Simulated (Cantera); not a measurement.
## Transport properties of process gases

Gas mixture: H2O : O2 : N2 : CO2 = 0.35 : 0.094 : 0.85 : 0.42 (molar parts), at 9.87 atm, frozen composition.

Cantera's kinetic-theory transport with the Lennard-Jones parameters of GRI-Mech 3.0, ideal gas; thermal conductivity in the mixture-averaged form. Polar gases are described roughly by these parameters.

| T (K) | ρ (kg/m³) | cp (J/kg/K) | μ (µPa s) | λ (mW/m/K) | Pr | D (cm²/s) H2 | D (cm²/s) N2 | D (cm²/s) OH |
|---|---|---|---|---|---|---|---|---|
| 400 | 9.05 | 1106 | 20.3 | 31.6 | 0.710 | 0.127 | 0.0320 | 0.0517 |
| 500 | 7.24 | 1147 | 24.3 | 39.3 | 0.710 | 0.186 | 0.0479 | 0.0763 |
| 600 | 6.04 | 1186 | 28.1 | 47.0 | 0.708 | 0.253 | 0.0661 | 0.104 |
| 700 | 5.17 | 1223 | 31.6 | 54.6 | 0.708 | 0.328 | 0.0865 | 0.136 |
| 800 | 4.53 | 1260 | 34.9 | 62.2 | 0.707 | 0.411 | 0.109 | 0.170 |
| 900 | 4.02 | 1294 | 38.1 | 69.7 | 0.707 | 0.500 | 0.133 | 0.207 |
| 1000 | 3.62 | 1325 | 41.2 | 77.1 | 0.707 | 0.596 | 0.160 | 0.248 |
D: mixture-averaged diffusion coefficient of that species in the mixture.
